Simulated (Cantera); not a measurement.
Charge: 1 mol Si₂H₆, 2.6 mol HCl, 750 mol H₂, 0.6 mol Cl₂, at 2.33 Torr.

Cantera equilibrium calculation (NASA polynomials, part measured and part estimated; ideal gas, pure solids and liquids). Candidate condensed phases: Si; 19 gas species. The feed counts by its element totals alone. Gases not in the tables: Si₂H₆ and higher silanes. Equilibrium is a limit: real reactors are often held back by kinetics, nucleation or transport.

**Question.** What share of the Si ends up in condensed phases as a function of T (K), at 950, 1050, 1150, 1250, 1350, 1450, 1550, 1650, 1750?

**Answer.** 
```json
[
 {"T (K)": "950", "Si condensed (%)": "95.3", "as": "Si(s)"},
 {"T (K)": "1050", "Si condensed (%)": "98.0", "as": "Si(s)"},
 {"T (K)": "1150", "Si condensed (%)": "97.9", "as": "Si(s)"},
 {"T (K)": "1250", "Si condensed (%)": "97.7", "as": "Si(s)"},
 {"T (K)": "1350", "Si condensed (%)": "97.4", "as": "Si(s)"},
 {"T (K)": "1450", "Si condensed (%)": "97.1", "as": "Si(s)"},
 {"T (K)": "1550", "Si condensed (%)": "96.4", "as": "Si(s)"},
 {"T (K)": "1650", "Si condensed (%)": "92.7", "as": "Si(s)"},
 {"T (K)": "1750", "Si condensed (%)": "75.7", "as": "Si(l)"}
]
```
